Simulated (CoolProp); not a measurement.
Vapour pressure (kPa) of toluene: the reference equation beside estimates from Tc = 591.7 K, pc = 4126 kPa, ω = 0.266. Clausius-Clapeyron is anchored at 465.1 K with a constant enthalpy of vaporisation of 27.49 kJ/mol.

Model: reference Helmholtz-energy equation of state, Lemmon 2006, in CoolProp. It is a short technical equation, of lower accuracy than the large ones.

```tsv
T (K)	reference	Lee-Kesler	Clausius-Clapeyron	Redlich-Kwong	Soave-Redlich-Kwong	Peng-Robinson
450.2	488.1	492.2	512.6	702.0	492.8	487.6
453.9	524.8	529.4	544.2	746.6	530.4	524.5
457.6	563.5	568.7	577.2	793.1	570.0	563.5
461.4	605.5	611.3	___	843.0	613.0	605.8
465.1	648.5	654.9	648.5	893.7	657.1	649.2
468.9	695.1	702.1	687.0	947.8	704.9	696.2
472.6	___	750.5	726.0	1003	753.9	744.4
476.4	___	802.6	767.6	___	806.8	796.4
480.1	___	855.9	809.8	1121	861.0	849.7
483.9	903.8	913.3	854.8	1184	919.3	907.2
487.6	961.8	971.9	900.3	1248	978.9	965.9
```

Problem. Fill in the missing entries.

Solution. 
- 461.4, Clausius-Clapeyron: 612.6
- 472.6, reference: 742.8
- 476.4, reference: 794.4
- 476.4, Redlich-Kwong: 1061
- 480.1, reference: 847.0

Absolute difference from the reference over all 11 rows, mean and median: Lee-Kesler 1.0 and 1.0 %, Clausius-Clapeyron 3.2 and 3.4 %, Redlich-Kwong 36.5 and 36.4 %, Soave-Redlich-Kwong 1.4 and 1.4 %, Peng-Robinson 0.2 and 0.2 %.
